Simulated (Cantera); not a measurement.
Input: 1 mol B, 34 mol N2, held at 1127 °C and 1000 Pa.

Cantera equilibrium calculation (NASA polynomials, part measured and part estimated; ideal gas, pure solids and liquids). Candidate condensed phases: B, BN; 5 gas species. N2 is the only nitrogen source here; it is nearly inert below about 1500 K, so the nitride shown seldom forms there in practice. Kinetics and transport are ignored.

Base state: N2 1.00 (mole fractions); condensed: BN(s).

**Question.** What changes in the equilibrium state with this change: B replaced by borazine?

**Answer.** 
```
species     before    after
----------  ------  -------
N2            1.00    0.919
H2               0   0.0811
H                0  1.38e-5
BN(s), mol    1.00     3.00
```
The feed counts by its element totals alone.
